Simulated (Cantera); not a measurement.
A closed system holds: 1 mol SiHCl3, 0.16 mol C2H2, 36 mol H2, a varied amount of HCl, held at 1927 °C and 71000 Pa.

These are equilibrium values from Cantera (NASA tables, ideal gas, pure condensed phases), not measurements of a reactor. Candidate condensed phases: C, C6H6, C7H8, C8H18, Si, SiC; 109 gas species. Mutual solubility and eutectic melting of coexisting phases are not modelled. The tables' values for SiCl, SiCl3 are old estimates; treat these amounts as uncertain. Gases not in the tables: Si2H6 and higher silanes. Kinetics and transport are ignored.

log p: log10 of the partial pressure in bar; n: condensed amount in mol.

```
n(HCl) (mol)  log p H2  log p HCl  log p SiCl2  log p H  log p Cl  n Si(l)  n SiC(s)
------------  --------  ---------  -----------  -------  --------  -------  --------
0.032            -0.18      -1.36        -2.24    -2.34     -3.65    0.318     0.316
0.048            -0.18      -1.35        -2.24    -2.34     -3.65    0.315     0.316
0.072            -0.18      -1.35        -2.23    -2.34     -3.65    0.311     0.316
0.11             -0.18      -1.35        -2.22    -2.34     -3.64    0.304     0.316
0.16             -0.19      -1.34        -2.21    -2.34     -3.64    0.295     0.316
0.24             -0.19      -1.33        -2.20    -2.34     -3.63    0.281     0.316
0.36             -0.19      -1.32        -2.17    -2.34     -3.62        ?     0.316
0.54             -0.19      -1.31        -2.14    -2.34     -3.60        ?     0.316
0.81             -0.19      -1.28        -2.09    -2.34     -3.58        ?     0.316
1.2              -0.19      -1.25        -2.03    -2.35     -3.54        ?     0.316
1.8              -0.20      -1.21        -1.96    -2.35     -3.50        0     0.316
2.7              -0.21      -1.12        -1.96    -2.35     -3.40        0     0.312
```

Q: Some entries are withheld; supply them.

A: 
- 0.36, n Si(l): 0.259
- 0.54, n Si(l): 0.226
- 0.81, n Si(l): 0.174
- 1.2, n Si(l): 0.0964
